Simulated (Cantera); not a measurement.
**Thermodynamics of fluorocarbon and chlorocarbon gases, feed CH2F2 + H2**

A closed system holds: 1 mol CH2F2, 1.2 mol H2.

Equilibrium computed with Cantera from the NASA thermochemical tables; the gas is ideal and each condensed phase is pure. Candidate condensed phases: C, C6H6, C7H8, C8H18; 95 gas species. Rates play no part.

Problem. Map the stable condensed phases over T = 2398, 2448, 2498, 2548, 2598, 2648, 2698, 2748, 2798, 2848, 2898, 2948 K and P in Pa = 1, 3.6, 13, 46, 170, 600, 2200, 7700, 28000, 100000.

Solution. 
```
T in K \ P in Pa
              1    3.6     13     46    170    600   2200   7700  28000 100000
   2948       A      A      A      A      A      B      B      B      B      B
   2898       A      A      A      A      A      B      B      B      B      B
   2848       A      A      A      A      B      B      B      B      B      B
   2798       A      A      A      A      B      B      B      B      B      B
   2748       A      A      A      B      B      B      B      B      B      B
   2698       A      A      A      B      B      B      B      B      B      B
   2648       A      A      B      B      B      B      B      B      B      B
   2598       A      A      B      B      B      B      B      B      B      B
   2548       A      B      B      B      B      B      B      B      B      B
   2498       B      B      B      B      B      B      B      B      B      B
   2448       B      B      B      B      B      B      B      B      B      B
   2398       B      B      B      B      B      B      B      B      B      B
```
A: gas only; B: C.
